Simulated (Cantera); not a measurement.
A freely propagating, adiabatic, planar premixed flame of 37.7 % H₂, 14.5 % O₂, 47.8 % N₂, equivalence ratio 1.3, unburnt at 450 K and 5.00 bar; multicomponent+Soret transport, grid criteria slope 0.08 and curve 0.16, no radiation.

Detailed kinetics in Cantera: the H2/O2 subset of GRI-Mech 3.0, which has no nitrogen chemistry. The hydrogen kinetics of GRI-Mech 3.0 are dated; newer H2 mechanisms differ, most at raised pressure. Burning velocities carry a grid error of a few per cent, more on coarse grids.

x: mole fraction of selected species; z is measured from the peak of heat release.

```
z (mm)   T (K)  u (m/s)    x H₂     x O₂    x H₂O     x OH       x O      x H
-------  -----  -------  ------  -------  -------  -------  --------  -------
-0.144     450     5.61   0.377    0.145    <1e-8    <1e-8     <1e-8    <1e-8
-0.0957    450     5.61   0.377    0.145  1.52e-8    <1e-8     <1e-8    <1e-8
-0.0718    450     5.61   0.376    0.145  1.69e-7    <1e-8     <1e-8    <1e-8
-0.0479    451     5.60   0.374    0.146  5.84e-6    <1e-8   3.84e-8    <1e-8
-0.0239      …     5.88   0.341    0.152  0.00186  3.43e-5   6.92e-6  1.45e-5
-0.0120      …     9.57   0.291    0.144   0.0334  0.00142  0.000334  0.00320
0            …     15.1   0.215    0.103    0.120  0.00358   0.00304   0.0217
0.0120       …     18.8   0.141   0.0515    0.214  0.00847   0.00597   0.0419
0.0239       …     20.8   0.106   0.0234    0.264   0.0125   0.00638   0.0484
0.0479    2062     22.7  0.0930  0.00928    0.291   0.0153   0.00537   0.0429
0.0957    2226     24.2  0.0927  0.00524    0.304   0.0149   0.00354   0.0313
0.191     2364     25.5  0.0928  0.00293    0.316   0.0125   0.00191   0.0209
0.383     2465     26.4  0.0924  0.00142    0.325  0.00933  0.000896   0.0133
```

Task: Some entries are withheld; supply them.

Result: 
- -0.0239, T (K): 495
- -0.0120, T (K): 841
- 0, T (K): 1348
- 0.0120, T (K): 1694
- 0.0239, T (K): 1882
